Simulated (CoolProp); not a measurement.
Properties of CH3F (R41) along the isotherm 425 K.

Values from CoolProp's reference Helmholtz-energy equation of state, Lemmon 2006. It is a short technical equation, of lower accuracy than the large ones.

| p (MPa) | phase | Z | cp (kJ/(kg K)) | cv (kJ/(kg K)) | Joule-Thomson coefficient (K/MPa) | fugacity coefficient |
|---|---|---|---|---|---|---|
| 1.34 | gas | 0.9666 | 1.412 | 1.123 | 6.589 | 0.9671 |
| 2.68 | gas | 0.9336 | 1.481 | 1.141 | 6.423 | 0.9354 |
| 4.03 | gas | 0.9007 | 1.559 | 1.159 | 6.233 | 0.9047 |
| 5.37 | gas | 0.8687 | 1.644 | 1.177 | 6.021 | 0.8754 |
| 6.71 | supercritical | 0.8374 | 1.740 | 1.194 | 5.784 | 0.8473 |
| 8.05 | supercritical | 0.8072 | 1.844 | 1.212 | 5.520 | 0.8204 |
| 9.4 | supercritical | 0.7782 | 1.956 | 1.228 | 5.230 | 0.7945 |
| 10.7 | supercritical | 0.7518 | 2.070 | 1.244 | 4.927 | 0.7707 |
| 12.1 | supercritical | 0.7258 | 2.194 | 1.258 | 4.579 | 0.7463 |
| 13.4 | supercritical | 0.7041 | 2.305 | 1.270 | 4.242 | 0.7249 |
| 14.8 | supercritical | 0.6841 | 2.413 | 1.281 | 3.869 | 0.7032 |
